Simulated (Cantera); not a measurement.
Input: 1 mol Mg(OH)2, 0.0096 mol C, 0.05 mol O2, held at 6700 Pa.

These are equilibrium values from Cantera (NASA tables, ideal gas, pure condensed phases), not measurements of a reactor. Candidate condensed phases: C, C6H6, C7H8, C8H18, H2O, Mg, MgCO3, MgO, Mg(OH)2; 116 gas species. Kinetics and transport are ignored. All values below are at 848 K.

Base state: H2O 0.952, O2 0.0385, CO2 0.00914 (mole fractions); condensed: MgO(s).

What changes in the equilibrium state with this change: C from 0.0096 to 0.021 mol?


```json
[
 {"species": "H2O", "before": "0.952", "after": "0.952"},
 {"species": "O2", "before": "0.0385", "after": "0.0276"},
 {"species": "CO2", "before": "0.00914", "after": "0.0200"},
 {"species": "MgO(s), mol", "before": "1.00", "after": "1.00"}
]
```
